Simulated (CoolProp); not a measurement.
Vapour-liquid equilibrium of CHF3 (R23) (1) + R134a (2) at 189.2 K; x and y are mole fractions of (1).

Computed with CoolProp (multi-fluid Helmholtz-energy mixture model, Penoncello 2003 and Tillner-Roth 1994; pair parameters Bell 2016).

Give the bubble pressure and the first vapour's composition at x = 0.725, 0.8, 0.95. Is there an azeotrope?

x = 0.725: 0.6525 bar, y = 0.988; x = 0.8: 0.7212 bar, y = 0.992; x = 0.95: 0.8591 bar, y = 0.998. No azeotrope shows between x = 0.05 and 0.95.

The pair parameters rest on a limited set of measurements; away from them the model extrapolates.
